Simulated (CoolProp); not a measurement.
Properties of propylene glycol at several states (Tc = 674.0 K, pc = 7.292 MPa, ω = 0.327).

Computed with CoolProp (reference Helmholtz-energy equation of state, Eisenbach 2021).

| T (K) | p (MPa) | phase | density (kg/m³) | cp (kJ/(kg K)) | Joule-Thomson coefficient (K/MPa) | fugacity coefficient |
|---|---|---|---|---|---|---|
| 379.8 | 0.87 | liquid | 967.9 | 2.942 | -0.2348 | 0.004885 |
| 508.7 | 0.71 | liquid | 841.1 | 3.637 | -0.09240 | 0.5002 |
| 251.9 | 0.164 | liquid | 1067 | 2.192 | -0.3525 | 6.995e-7 |
| 429.7 | 0.11 | liquid | 923.0 | 3.208 | -0.1904 | 0.3171 |
| 436.2 | 0.138 | liquid | 916.9 | 3.242 | -0.1840 | 0.3189 |
